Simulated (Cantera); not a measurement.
An isothermal, constant-pressure homogeneous reactor starts with H₂ : O₂ = 0.032 : 1 (molar parts), equivalence ratio 0.016, at 1250 K and 20.3 Torr.

Cantera simulation using GRI-Mech 3.0 (53 species, 325 reactions); the numbers are that mechanism's predictions, not measurements. Radical loss at walls, strong at low pressure, is not modelled.

x: mole fraction; the columns are a selection and need not sum to one.

```csv
t (s),x H₂,x O₂,x OH,x H₂O,x H₂O₂,x HO₂
7.00e-5,0.0310,0.969,7.68e-9,4.36e-9,2.62e-12,9.73e-9
0.000219,0.0310,0.969,(withheld),(withheld),2.54e-11,(withheld)
0.000684,0.0310,0.969,1.62e-5,2.95e-5,3.16e-10,2.08e-7
0.00214,(withheld),0.944,(withheld),0.0273,(withheld),(withheld)
0.00669,0.000285,0.949,0.00232,0.0286,1.01e-7,3.74e-6
0.0209,0.000154,0.958,0.00171,0.0299,9.38e-8,2.95e-6
0.0654,4.23e-5,0.966,0.000902,0.0309,6.79e-8,1.57e-6
0.205,6.71e-6,0.968,0.000361,0.0313,3.17e-8,4.95e-7
0.640,9.58e-7,0.968,0.000138,0.0314,1.02e-8,1.10e-7
2.00,1.64e-7,0.968,5.72e-5,0.0315,2.79e-9,2.62e-8
```

Task: What belongs in the gaps?

Result: 
- 0.000219, x OH: 7.38e-8
- 0.000219, x H₂O: 1.03e-7
- 0.000219, x HO₂: 3.08e-8
- 0.00214, x H₂: 0.000579
- 0.00214, x OH: 0.00299
- 0.00214, x H₂O₂: 1.33e-7
- 0.00214, x HO₂: 4.37e-6
